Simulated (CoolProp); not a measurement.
Nitrous oxide along the isotherm 70.45 °C: Z from the reference equation and from simpler models built on Tc = 36.4 °C, pc = 7.245 MPa, ω = 0.161; each cubic takes its own stable root.

Values from CoolProp's reference Helmholtz-energy equation of state, Lemmon 2006. It is a short technical equation, of lower accuracy than the large ones.

```csv
p (MPa),phase,reference,van der Waals,Redlich-Kwong,Soave-Redlich-Kwong,Peng-Robinson
1.09,gas,0.9621,(withheld),0.9615,0.9629,0.9578
2.17,gas,0.9230,0.9272,0.9217,0.9248,0.9148
3.26,gas,0.8818,0.8869,0.8796,0.8846,(withheld)
4.35,gas,0.8384,0.8434,0.8354,0.8427,(withheld)
5.43,gas,0.7928,0.7963,0.7889,0.7991,0.7764
6.52,gas,0.7438,0.7434,0.7388,0.7526,0.7265
7.61,supercritical,0.6912,0.6829,(withheld),0.7036,(withheld)
8.69,supercritical,0.6351,0.6125,0.6279,(withheld),0.6219
9.78,supercritical,0.5751,0.5304,0.5674,(withheld),0.5684
10.9,supercritical,0.5132,0.4659,0.5092,0.5490,0.5176
```

Question: Fill in the missing entries.

Answer: 
- 1.09, van der Waals: 0.9645
- 3.26, Peng-Robinson: 0.8701
- 4.35, Peng-Robinson: 0.8239
- 7.61, Redlich-Kwong: 0.6851
- 7.61, Peng-Robinson: 0.6748
- 8.69, Soave-Redlich-Kwong: 0.6527
- 9.78, Soave-Redlich-Kwong: 0.6000
